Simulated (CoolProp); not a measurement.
R13 along the isobar 4.89 MPa: fugacity coefficient from the reference equation and from simpler models built on Tc = 29.9 °C, pc = 3.973 MPa, ω = 0.175; each cubic takes its own stable root.

Model: reference Helmholtz-energy equation of state, Platzer 1990, in CoolProp. This equation is an older, rougher fit; its heat capacities, sound speeds and derivatives of the liquid may be far off and weren't checked against measurements.

| T (°C) | phase | reference | Soave-Redlich-Kwong | Peng-Robinson |
|---|---|---|---|---|
| -148.45 | liquid | 7.240e-5 | 7.090e-5 | 8.038e-5 |
| -124.95 | liquid | 0.001153 | 0.001103 | 0.001161 |
| -101.55 | liquid | 0.007500 | 0.007310 | 0.007367 |
| -78.15 | liquid | 0.02878 | 0.02860 | ? |
| -54.65 | liquid | ? | 0.07894 | 0.07653 |
| -31.25 | liquid | 0.1658 | 0.1693 | ? |
| -7.85 | liquid | 0.2944 | 0.3021 | 0.2901 |
| 15.65 | liquid | 0.4564 | 0.4673 | ? |
| 39.05 | supercritical | ? | 0.6296 | 0.6050 |
| 62.45 | supercritical | 0.7177 | 0.7210 | 0.6942 |
| 85.95 | supercritical | 0.7789 | 0.7821 | 0.7548 |
| 109.35 | supercritical | 0.8243 | 0.8282 | 0.8013 |
| 132.75 | supercritical | 0.8593 | 0.8643 | 0.8381 |
| 156.25 | supercritical | 0.8872 | 0.8933 | 0.8679 |

Task: Some entries are withheld; supply them.

Result: 
- -78.15, Peng-Robinson: 0.02811
- -54.65, reference: 0.07819
- -31.25, Peng-Robinson: 0.1629
- 15.65, Peng-Robinson: 0.4486
- 39.05, reference: 0.6228
